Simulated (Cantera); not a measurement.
Standard-state values (1 bar) from the NASA 1993 polynomials, evaluated with Cantera. Values are per mole of reaction as written; species without (g) are pure solids or liquids, kept so even where they would boil at 1 bar.

2 FeCl3(g) = 2 FeCl2 + Cl2(g)

```
T (K)  ΔH° (kJ)  ΔS° (J/K)  ΔG° (kJ)  log10 K
-----  --------  ---------  --------  -------
300           …          …         …        …
375           …          …         …        …
425      -173.2     -217.6     -80.7     9.92
475      -171.4     -213.6     -69.9     7.69
525           …          …         …        …
575           …          …         …        …
```

**Question.** What belongs in the gaps?

**Answer.** 
- 300, ΔH° (kJ): -177.4
- 300, ΔS° (J/K): -229.3
- 300, ΔG° (kJ): -108.6
- 300, log10 K: 18.91
- 375, ΔH° (kJ): -174.9
- 375, ΔS° (J/K): -221.9
- 375, ΔG° (kJ): -91.7
- 375, log10 K: 12.77
- 525, ΔH° (kJ): -169.5
- 525, ΔS° (J/K): -209.8
- 525, ΔG° (kJ): -59.3
- 525, log10 K: 5.90
- 575, ΔH° (kJ): -167.6
- 575, ΔS° (J/K): -206.4
- 575, ΔG° (kJ): -48.9
- 575, log10 K: 4.45
